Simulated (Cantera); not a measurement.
A perfectly stirred reactor is fed with 3.31 % CH4, 11.2 % O2, 85.5 % N2, at 11300 Torr; it is adiabatic with a 723 K inlet, and is followed from long to short residence time, starting on the burning branch (τ in s: 0.39, 0.14, 0.049, 0.018, 0.0062, 0.0022, 0.00078, 0.00028, 9.9e-05).

Detailed kinetics in Cantera: GRI-Mech 3.0 (53 species, 325 reactions). The pressure lies above the range GRI-Mech 3.0 was tuned for (to about 10 atm).

**Question.** Predict: blow-out, bracketed by the residence times tried; x(CH4) at τ = 0.390 s; x(O2) at τ = 0.390 s; x(CH2CO) at τ = 0.390 s; x(C2H2) at τ = 0.390 s; x(CO) at τ = 0.390 s; x(CH4) at τ = 6.20 ms; x(O2) at τ = 6.20 ms; x(CH2CO) at τ = 6.20 ms; x(C2H2) at τ = 6.20 ms; x(CO) at τ = 6.20 ms.

**Answer.** 
| Item | Value |
|---|---|
| blow-out, bracketed by the residence times tried | burning at 6.20 ms, out at 2.20 ms |
| x(CH4) at τ = 0.390 s | 8.56e-6 |
| x(O2) at τ = 0.390 s | 0.0461 |
| x(CH2CO) at τ = 0.390 s | 1.52e-8 |
| x(C2H2) at τ = 0.390 s | 1.98e-8 |
| x(CO) at τ = 0.390 s | 6.41e-5 |
| x(CH4) at τ = 6.20 ms | 0.000419 |
| x(O2) at τ = 6.20 ms | 0.0487 |
| x(CH2CO) at τ = 6.20 ms | 7.07e-6 |
| x(C2H2) at τ = 6.20 ms | 1.22e-6 |
| x(CO) at τ = 6.20 ms | 0.00342 |
